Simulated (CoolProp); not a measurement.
C2F6 (R116) along the isotherm 397.5 K: fugacity coefficient from the reference equation and from simpler models built on Tc = 293.0 K, pc = 3048 kPa, ω = 0.257; each cubic takes its own stable root.

Computed with CoolProp (reference Helmholtz-energy equation of state, Lemmon 2006). It is a short technical equation, of lower accuracy than the large ones.

| p (kPa) | phase | reference |
|---|---|---|
| 169 | gas | 0.9939 |
| 339 | gas | 0.9879 |
| 508 | gas | 0.9819 |
| 677 | gas | 0.9759 |
| 847 | gas | 0.9700 |
| 1020 | gas | 0.9640 |
| 1190 | gas | 0.9581 |
| 1350 | gas | 0.9527 |
| 1520 | gas | 0.9469 |

### Question
How far does each simpler model (van der Waals, Redlich-Kwong, Soave-Redlich-Kwong, Peng-Robinson) lie from the reference over these 9 states: mean and median of the absolute difference, and the worst?

### Answer
- van der Waals: mean 0.8 %, median 0.8 %, worst -1.5 % at 397.5 K and 1520 kPa
- Redlich-Kwong: mean 0.7 %, median 0.7 %, worst -1.3 % at 397.5 K and 1520 kPa
- Soave-Redlich-Kwong: mean 0.1 %, median 0.1 %, worst +0.2 % at 397.5 K and 1520 kPa
- Peng-Robinson: mean 0.6 %, median 0.6 %, worst -1.1 % at 397.5 K and 1520 kPa
